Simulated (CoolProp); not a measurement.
Values from CoolProp's reference Helmholtz-energy equation of state, Akasaka 2015.

Question: Give the vapour pressure (bar), liquid density (kg/m³), vapour density (kg/m³), liquid cp (kJ/(kg K)) of saturated R245fa at 348.9, 355.5, 375.5 K.

Answer: 
```csv
T (K),p (bar),liquid density (kg/m³),vapour density (kg/m³),liquid cp (kJ/(kg K))
348.9,7.08,1190,39.1,1.47
355.5,8.36,1160,46.4,1.50
375.5,13.3,1080,76.7,1.61
```
